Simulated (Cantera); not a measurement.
An adiabatic, constant-pressure homogeneous reactor starts with CH4 : CO : O2 : N2 = 1 : 0.75 : 2.38 : 8.93 (molar parts), equivalence ratio 1.00, at 1000 K and 1.01 bar.

Cantera simulation using GRI-Mech 3.0 (53 species, 325 reactions); the numbers are that mechanism's predictions, not measurements.

Problem. Predict: time of steepest temperature rise; temperature at 5.00 s; equilibrium temperature; x(CO) at 5.00 s; x(O2) at 5.00 s; x(N2O) at 5.00 s.

Solution. 
- time of steepest temperature rise = 2.02 s
- temperature at 5.00 s = 2552 K
- equilibrium temperature = 2552 K
- x(CO) at 5.00 s = 0.0367 (gas-phase equilibrium 0.0367)
- x(O2) at 5.00 s = 0.0164 (gas-phase equilibrium 0.0164)
- x(N2O) at 5.00 s = 3.41e-7 (gas-phase equilibrium 3.41e-7)
